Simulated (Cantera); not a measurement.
A freely propagating, adiabatic, planar premixed flame of H₂ : O₂ : N₂ = 1 : 0.357 : 1.34 (molar parts), unburnt at 550 K and 1.10 bar; mixture-averaged transport, grid criteria slope 0.08 and curve 0.16, no radiation.

Model: the H2/O2 subset of GRI-Mech 3.0, which has no nitrogen chemistry, integrated in Cantera. Burning velocities carry a grid error of a few per cent, more on coarse grids.

Task: What does this change do: inlet temperature 550 to 573 K?

Result: 
```
quantity                    before     after
------------------------  --------  --------
laminar burning velocity  767 cm/s  821 cm/s
thermal thickness         0.390 mm  0.396 mm
peak x(HO₂)               0.000346  0.000327
peak x(OH)                  0.0129    0.0132
peak x(H₂O₂)               2.05e-5   1.65e-5
```

Task: What does this change do: N2 1.34 to 1 parts?

Result: 
```
quantity                    before     after
------------------------  --------  --------
laminar burning velocity  767 cm/s  945 cm/s
thermal thickness         0.390 mm  0.367 mm
peak x(HO₂)               0.000346  0.000397
peak x(OH)                  0.0129    0.0186
peak x(H₂O₂)               2.05e-5   2.14e-5
```
